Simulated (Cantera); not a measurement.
Charge: 1 mol CaF2, 0.064 mol O2, 62 mol N2, held at 3100 Pa.

These are equilibrium values from Cantera (NASA tables, ideal gas, pure condensed phases), not measurements of a reactor. Candidate condensed phases: Ca, CaF2, CaO; 22 gas species. The numbers say what is thermodynamically allowed, not how fast it happens.

x: gas mole fraction; n: condensed amount in mol.

| T (K) | x N2 | x CaF2 | x O2 | x NO | x O | x F | x CaF | n CaF2(s) | n CaF2(l) |
|---|---|---|---|---|---|---|---|---|---|
| 1425 | 0.999 | 1.30e-5 | 0.000999 | 6.46e-5 | 2.49e-7 | 2.77e-9 | 3.82e-11 | 0.999 | 0 |
| 1450 | 0.999 | 2.33e-5 | 0.000994 | 7.36e-5 | 3.60e-7 | 4.72e-9 | 9.55e-11 | 0.999 | 0 |
| 1475 | 0.999 | 4.10e-5 | 0.000989 | 8.35e-5 | 5.13e-7 | 7.90e-9 | 2.31e-10 | 0.997 | 0 |
| 1500 | 0.999 | 7.04e-5 | 0.000984 | 9.43e-5 | 7.22e-7 | 1.30e-8 | 5.42e-10 | 0.996 | 0 |
| 1525 | 0.999 | 0.000119 | 0.000978 | 0.000106 | 1.01e-6 | 2.10e-8 | 1.23e-9 | 0.993 | 0 |
| 1550 | 0.999 | 0.000196 | 0.000971 | 0.000119 | 1.39e-6 | 3.33e-8 | 2.74e-9 | 0.988 | 0 |
| 1575 | 0.999 | 0.000319 | 0.000964 | 0.000132 | 1.89e-6 | 5.21e-8 | 5.90e-9 | 0.980 | 0 |
| 1600 | 0.998 | 0.000509 | 0.000956 | 0.000147 | 2.55e-6 | 8.03e-8 | 1.24e-8 | 0.968 | 0 |
| 1625 | 0.998 | 0.000799 | 0.000947 | 0.000163 | 3.40e-6 | 1.22e-7 | 2.55e-8 | 0.950 | 0 |
| 1650 | 0.998 | (withheld) | 0.000938 | (withheld) | (withheld) | (withheld) | (withheld) | 0.923 | 0 |
| 1675 | 0.997 | (withheld) | 0.000928 | (withheld) | (withheld) | (withheld) | (withheld) | 0.883 | 0 |
| 1700 | 0.996 | 0.00279 | 0.000917 | 0.000215 | 7.69e-6 | 3.93e-7 | 1.93e-7 | 0 | 0.826 |
| 1725 | 0.995 | 0.00402 | 0.000905 | 0.000235 | 9.91e-6 | 5.59e-7 | 3.59e-7 | 0 | 0.749 |
| 1750 | 0.993 | 0.00572 | 0.000891 | 0.000255 | 1.27e-5 | 7.86e-7 | 6.56e-7 | 0 | 0.643 |

**Question.** What belongs in the gaps?

**Answer.** 
- 1675, x CaF2: 0.00188
- 1675, x NO: 0.000197
- 1675, x O: 5.91e-6
- 1675, x F: 2.70e-7
- 1675, x CaF: 1.01e-7
- 1650, x CaF2: 0.00123
- 1650, x NO: 0.000179
- 1650, x O: 4.50e-6
- 1650, x F: 1.83e-7
- 1650, x CaF: 5.13e-8
